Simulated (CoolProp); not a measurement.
Vapour-liquid equilibrium of propane (1) + R152A (2) at 9.45 °C; x and y are mole fractions of (1).

The numbers come from the multi-fluid Helmholtz-energy mixture model, Lemmon 2009 and Outcalt 1996; pair parameters Bell 2016 in CoolProp.

```json
[
 {"x": "0.05", "bubble pressure, mixture model (kPa)": "?", "bubble pressure, Raoult's law (kPa)": "379.1", "y, mixture model": "?", "y, Raoult's law": "0.083"},
 {"x": "0.2", "bubble pressure, mixture model (kPa)": "?", "bubble pressure, Raoult's law (kPa)": "418.2", "y, mixture model": "?", "y, Raoult's law": "0.300"},
 {"x": "0.35", "bubble pressure, mixture model (kPa)": "?", "bubble pressure, Raoult's law (kPa)": "457.3", "y, mixture model": "0.551", "y, Raoult's law": "0.480"},
 {"x": "0.5", "bubble pressure, mixture model (kPa)": "684.0", "bubble pressure, Raoult's law (kPa)": "496.4", "y, mixture model": "0.621", "y, Raoult's law": "0.631"},
 {"x": "0.65", "bubble pressure, mixture model (kPa)": "?", "bubble pressure, Raoult's law (kPa)": "535.5", "y, mixture model": "0.684", "y, Raoult's law": "0.761"},
 {"x": "0.8", "bubble pressure, mixture model (kPa)": "?", "bubble pressure, Raoult's law (kPa)": "574.6", "y, mixture model": "0.766", "y, Raoult's law": "0.873"},
 {"x": "0.95", "bubble pressure, mixture model (kPa)": "?", "bubble pressure, Raoult's law (kPa)": "613.7", "y, mixture model": "0.915", "y, Raoult's law": "0.970"}
]
```

Problem. Complete the blanks.

Solution. 
- 0.05, bubble pressure, mixture model (kPa): 434.8
- 0.05, y, mixture model: 0.182
- 0.2, bubble pressure, mixture model (kPa): 574.0
- 0.2, y, mixture model: 0.439
- 0.35, bubble pressure, mixture model (kPa): 646.7
- 0.65, bubble pressure, mixture model (kPa): 701.5
- 0.8, bubble pressure, mixture model (kPa): 699.4
- 0.95, bubble pressure, mixture model (kPa): 657.9

The largest gap from Raoult's law is +41.4 % in bubble pressure, at x = 0.35. y crosses x between x = 0.65 and 0.8: the model has an azeotrope there.

Pair parameters are fitted to limited data, so mixtures are less certain than the pure fluids.
